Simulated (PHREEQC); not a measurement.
# Mixed reagents with copper plating or etch bath

Solution A (0.088 mol Pb(NO3)2 and 0.0012 mol AlCl3 per kg of water) is mixed with solution B (0.09 mol/kgw CuSO4 and 0.0014 mol/kgw FeCl3) at 79 °C; shares are by mass of water, 1 kg in all. Oxygen is held at 0.21 atm. No CO2 enters from the air. The run lets Al(OH)3(a), Fe(OH)3(a), Cu(OH)2, Brochantite, Antlerite, Atacamite, Cu2(OH)3NO3, Litharge, Anglesite, Cotunnite, Laurionite, Larnakite, Basaluminite, Chalcanthite precipitate or redissolve, and no other solid.

Computed with PHREEQC (ion-association model, wateq4f.dat).

| share of solution B | pH | Anglesite (mol) | S in solution (mol/kgw) | Al+3 (mol/kgw) |
|---|---|---|---|---|
| 0 | 3.50 | 0 | 0 | 0.000876 |
| 0.1 | 3.40 | 0.00897 | 2.78e-5 | 0.000842 |
| 0.25 | 3.25 | 0.0225 | 3.81e-5 | 0.000752 |
| 0.4 | 3.13 | 0.0359 | 8.01e-5 | 0.000624 |
| 0.5 | 3.10 | 0.0433 | 0.00169 | 0.000447 |
| 0.6 | 3.30 | 0.0351 | 0.0189 | 0.000124 |
| 0.75 | 3.44 | 0.0220 | 0.0455 | 3.56e-5 |
| 0.9 | 3.52 | 0.00877 | 0.0722 | 8.91e-6 |
| 1 | 3.56 | 0 | 0.0900 | 0 |

Anglesite from share of solution B = 0.05 (pH 3.45), last present at share of solution B = 0.95.

Species that the database lacks are ignored. Constants without temperature data keep their 25 °C values here.
